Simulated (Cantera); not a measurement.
Pyrogenic steam for wet oxidation

An isothermal, constant-pressure homogeneous reactor starts with H₂ : O₂ : N₂ = 1.8 : 1 : 3.1 (molar parts), at 1348 K and 0.133 bar.

Detailed kinetics in Cantera: GRI-Mech 3.0 (53 species, 325 reactions). The temperature is held fixed by assumption; the heat of reaction is taken as removed at once.

```json
[
 {"t (s)": "0.000800", "x H₂": "0.0349", "x O₂": "0.0428", "x HO₂": "7.44e-6", "x N₂O": "9.78e-9", "x OH": "0.00729"},
 {"t (s)": "0.00284", "x H₂": "0.0139", "x O₂": "0.0268", "x HO₂": "5.19e-6", "x N₂O": "1.42e-8", "x OH": "0.00360"},
 {"t (s)": "0.0101", "x H₂": "0.00252", "x O₂": "0.0209", "x HO₂": "3.00e-6", "x N₂O": "2.58e-8", "x OH": "0.00133"},
 {"t (s)": "0.0357", "x H₂": "0.000254", "x O₂": "0.0200", "x HO₂": "7.21e-7", "x N₂O": "4.28e-8", "x OH": "0.000410"},
 {"t (s)": "0.126", "x H₂": "2.77e-5", "x O₂": "0.0200", "x HO₂": "9.70e-8", "x N₂O": "4.94e-8", "x OH": "0.000138"},
 {"t (s)": "0.449", "x H₂": "4.85e-6", "x O₂": "0.0200", "x HO₂": "2.06e-8", "x N₂O": "3.76e-8", "x OH": "5.88e-5"},
 {"t (s)": "1.59", "x H₂": "1.65e-6", "x O₂": "0.0200", "x HO₂": "1.19e-8", "x N₂O": "1.12e-8", "x OH": "3.44e-5"},
 {"t (s)": "5.64", "x H₂": "1.39e-6", "x O₂": "0.0200", "x HO₂": "1.14e-8", "x N₂O": "3.12e-9", "x OH": "3.14e-5"},
 {"t (s)": "20.0", "x H₂": "1.39e-6", "x O₂": "0.0200", "x HO₂": "1.14e-8", "x N₂O": "3.09e-9", "x OH": "3.14e-5"}
]
```
x: mole fraction; the columns are a selection and need not sum to one.

Equilibrium at this temperature and pressure: H₂ 1.39e-6, O₂ 0.0199, HO₂ 1.14e-8, N₂O 3.09e-9, OH 3.14e-5 (gas phase only).
